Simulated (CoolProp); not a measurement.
Vapour pressure (MPa) of isobutene: the reference equation beside estimates from Tc = 418.1 K, pc = 4.016 MPa, ω = 0.193. Clausius-Clapeyron is anchored at 265 K with a constant enthalpy of vaporisation of 22.03 kJ/mol.

Computed with CoolProp (reference Helmholtz-energy equation of state, Lemmon 2005). It is a short technical equation, of lower accuracy than the large ones.

| T (K) | reference | Clausius-Clapeyron | van der Waals | Redlich-Kwong | Soave-Redlich-Kwong | Peng-Robinson |
|---|---|---|---|---|---|---|
| 237.7 | 0.02849 | 0.03071 | 0.2538 | 0.04563 | 0.02813 | 0.02908 |
| 243.2 | 0.03740 | 0.03952 | 0.2910 | 0.05894 | 0.03697 | 0.03802 |
| 248.7 | 0.04842 | 0.05029 | 0.3318 | 0.07506 | … | … |
| 254.1 | 0.06162 | 0.06307 | 0.3756 | 0.09400 | 0.06106 | 0.06220 |
| 259.6 | 0.07784 | 0.07867 | 0.4240 | 0.1168 | 0.07724 | 0.07836 |
| 265 | 0.09686 | 0.09686 | 0.4754 | 0.1430 | 0.09624 | 0.09728 |
| 270.5 | 0.1198 | 0.1187 | 0.5320 | 0.1740 | 0.1192 | 0.1201 |
| 275.9 | … | 0.1438 | 0.5917 | … | 0.1457 | 0.1463 |
| 281.4 | 0.1775 | 0.1735 | 0.6569 | 0.2499 | 0.1771 | 0.1774 |
| 286.8 | 0.2129 | 0.2071 | … | 0.2953 | 0.2128 | 0.2127 |

### Question
Some entries are withheld; supply them.

### Answer

- 248.7, Soave-Redlich-Kwong: 0.04792
- 248.7, Peng-Robinson: 0.04903
- 275.9, reference: 0.1462
- 275.9, Redlich-Kwong: 0.2091
- 286.8, van der Waals: 0.7254

Absolute difference from the reference over all 10 rows, mean and median: Clausius-Clapeyron 2.8 and 2.3 %, van der Waals 455.9 and 417.8 %, Redlich-Kwong 49.1 and 48.8 %, Soave-Redlich-Kwong 0.7 and 0.7 %, Peng-Robinson 0.8 and 0.6 %.
